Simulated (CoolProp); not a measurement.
Properties of toluene along the isobar 0.101 MPa (Tc = 318.6 °C, pc = 4.126 MPa, ω = 0.266).

The numbers come from the reference Helmholtz-energy equation of state, Lemmon 2006 in CoolProp. It is a short technical equation, of lower accuracy than the large ones.

```csv
T (°C),phase,cp (kJ/(kg K)),cv (kJ/(kg K)),viscosity (µPa s),conductivity (mW/(m K))
-68.25,liquid,1.484,1.045,3720,154
-41.65,liquid,1.524,1.090,1660,148
-15.05,liquid,1.585,1.151,978,141
11.65,liquid,1.660,1.223,654,134
38.25,liquid,1.744,1.302,474,127
64.85,liquid,1.835,1.385,363,119
91.55,liquid,1.932,1.470,288,112
118.15,gas,1.520,1.411,8.98,18.5
144.75,gas,1.607,1.502,9.59,21.1
```

Viscosity comes from a separate model (Avgeri 2015). Thermal conductivity comes from a separate model (Assael 2012).
